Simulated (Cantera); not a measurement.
A closed system holds: 1 mol CaCO3, 5.9 mol CO2, 0.027 mol H2, 0.63 mol C, at 500 °C and 10000 Pa.

Cantera equilibrium calculation (NASA polynomials, part measured and part estimated; ideal gas, pure solids and liquids). Candidate condensed phases: C, C6H6, C7H8, C8H18, Ca, CaCO3, CaO, Ca(OH)2, H2O; 115 gas species. Kinetics and transport are ignored.

Base state: CO2 0.813, CO 0.183, H2 0.00222, H2O 0.00192 (mole fractions); condensed: C(graphite) + CaCO3(calcite).

Q: What changes in the equilibrium state with this change: temperature from 500 °C to 1250 °C?

A: 
```json
[
 {"species": "CO2", "before": "0.813", "after": "0.826"},
 {"species": "CO", "before": "0.183", "after": "0.170"},
 {"species": "H2O", "before": "0.00192", "after": "0.00332"},
 {"species": "H2", "before": "0.00222", "after": "0.000254"},
 {"species": "C(graphite), mol", "before": "0.0402", "after": "0"},
 {"species": "CaCO3(calcite), mol", "before": "1.00", "after": "0"},
 {"species": "CaO(s), mol", "before": "0", "after": "1.00"}
]
```

Q: What changes in the equilibrium state with this change: temperature from 500 °C to 1427 °C?

A: 
```
species               before     after
-------------------  -------  --------
CO2                    0.813     0.826
CO                     0.183     0.170
H2O                  0.00192   0.00336
H2                   0.00222  0.000203
C(graphite), mol      0.0402         0
CaCO3(calcite), mol     1.00         0
CaO(s), mol                0      1.00
```
